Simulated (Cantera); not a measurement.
# Low-pressure radical oxidation in H2/O2

An isothermal, constant-pressure homogeneous reactor starts with 5.84 % H2, 94.2 % O2, at 1100 K and 0.00128 atm.

Cantera simulation using GRI-Mech 3.0 (53 species, 325 reactions); the numbers are that mechanism's predictions, not measurements. Radical loss at walls, strong at low pressure, is not modelled. The temperature is held fixed by assumption; the heat of reaction is taken as removed at once.

```
t (s)         x H2   x O2    x H2O2     x HO2       x O       x H      x OH
--------  --------  -----  --------  --------  --------  --------  --------
5.00e-5     0.0584  0.942    <1e-12  3.12e-11  1.02e-12  3.02e-11  1.00e-12
0.000121    0.0584  0.942    <1e-12  7.56e-11  5.76e-12  7.02e-11  5.57e-12
0.000294    0.0584  0.942    <1e-12  1.83e-10  3.12e-11  1.56e-10  2.87e-11
0.000713    0.0584  0.942    <1e-12  4.45e-10  1.59e-10  3.37e-10  1.32e-10
0.00173     0.0584  0.942    <1e-12   1.08e-9  7.88e-10  8.17e-10  5.48e-10
0.00419     0.0584  0.942    <1e-12   2.62e-9   5.18e-9   3.54e-9   3.06e-9
0.0102      0.0584  0.942  5.76e-12   6.43e-9   1.29e-7   7.90e-8   7.29e-8
0.0246      0.0579  0.941  1.07e-10   1.47e-7  0.000205  0.000126  0.000115
0.0597     0.00150  0.899   1.16e-8   5.42e-7    0.0336    0.0139   0.00312
0.145      0.00104  0.900   8.79e-9   5.18e-7    0.0346    0.0121   0.00266
0.351     0.000963  0.903   9.07e-9   5.14e-7    0.0316    0.0106   0.00257
0.851     0.000801  0.910   9.65e-9   5.01e-7    0.0256   0.00782   0.00235
2.06      0.000519  0.922   1.05e-8   4.60e-7    0.0159   0.00388   0.00190
5.00      0.000211  0.933   1.10e-8   3.52e-7   0.00628  0.000973   0.00122
```
x: mole fraction; the columns are a selection and need not sum to one.

Equilibrium at this temperature and pressure: H2 2.28e-9, O2 0.940, H2O2 1.90e-11, HO2 1.81e-9, O 6.75e-8, H 3.45e-11, OH 4.05e-6 (gas phase only).
